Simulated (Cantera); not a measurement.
# PbO + C + N₂ + CH₄ (carbothermic reduction)

Feed: 1 mol PbO, 0.32 mol C, 0.28 mol N₂, 5 mol CH₄, at 0.100 bar.

Cantera equilibrium calculation (NASA polynomials, part measured and part estimated; ideal gas, pure solids and liquids). Candidate condensed phases: C, C₆H₆, C₇H₈, C₈H₁₈, H₂O, Pb, PbO, PbO₂, Pb₃O₄; 139 gas species. The numbers say what is thermodynamically allowed, not how fast it happens.

From 1775 K to 2300 K the condensed part is C(graphite). The main Pb-bearing gas is Pb throughout.

```csv
T (K),log p H₂,log p CO,log p Pb,log p H,log p N₂,n C(graphite)
1775,-1.09,-2.09,-2.09,-4.08,-2.65,4.31
1850,-1.09,-2.09,-2.09,-3.81,-2.65,4.30
1925,-1.09,-2.09,-2.09,-3.57,-2.66,4.29
2000,-1.09,-2.09,-2.09,-3.33,-2.66,4.28
2075,-1.09,-2.09,-2.09,-3.12,-2.67,4.26
2150,-1.10,-2.09,-2.09,-2.92,-2.68,4.24
2225,-1.10,-2.09,-2.09,-2.74,-2.69,4.21
2300,-1.11,-2.10,-2.10,-2.57,-2.71,4.17
```
log p: log10 of the partial pressure in bar; n: condensed amount in mol.
